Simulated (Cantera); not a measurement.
A perfectly stirred reactor is fed with CH4 : C2H6 : O2 : N2 = 1 : 0.043 : 2.24 : 8.42 (molar parts), at 9.00 bar; it is adiabatic with a 700 K inlet, and is followed from long to short residence time, starting on the burning branch (τ in s: 0.35, 0.14, 0.057, 0.023, 0.0094, 0.0038, 0.0016, 0.00063, 0.00026, 0.0001, 4.2e-05, 1.7e-05).

Model: GRI-Mech 3.0 (53 species, 325 reactions), integrated in Cantera.

One state of this run: T (K) = 2464; x CH4 = 1.26e-6; x C2H6 = 5.55e-9; x O2 = 0.0103; x H2O2 = 3.51e-7; x C2H = 2.57e-10; x NO = 0.00354. x: mole fraction; the columns are a selection and need not sum to one.

Problem. Which value of τ (s) does it belong to?
A. 0.023
B. 0.00063
C. 4.2e-5
D. 0.00026

Solution. A, 0.023
